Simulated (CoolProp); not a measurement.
The fluid at 298.15 K and 4.32 MPa (gas) is heated at constant pressure to 338.2 K. The same conditions are run with several fluids, on thermodynamics alone (safety and materials aside).

Model: reference Helmholtz-energy equation of state of each fluid (carbon dioxide: Span 1996; oxygen: Schmidt 1985; ethylene: Smukala 2000; methane: Setzmann 1991), in CoolProp.

```json
[
 {"fluid": "carbon dioxide", "heat (kJ/kg)": "51.8", "final density (kg/m³)": "…"},
 {"fluid": "oxygen", "heat (kJ/kg)": "…", "final density (kg/m³)": "…"},
 {"fluid": "ethylene", "heat (kJ/kg)": "92.3", "final density (kg/m³)": "…"},
 {"fluid": "methane", "heat (kJ/kg)": "101", "final density (kg/m³)": "…"}
]
```

Question: Some entries are withheld; supply them.

Answer: 
- carbon dioxide, final density (kg/m³): 79.8
- oxygen, heat (kJ/kg): 39.3
- oxygen, final density (kg/m³): 49.7
- ethylene, final density (kg/m³): 52.4
- methane, final density (kg/m³): 25.7

Above 300 K oxygen's equation is extrapolated.
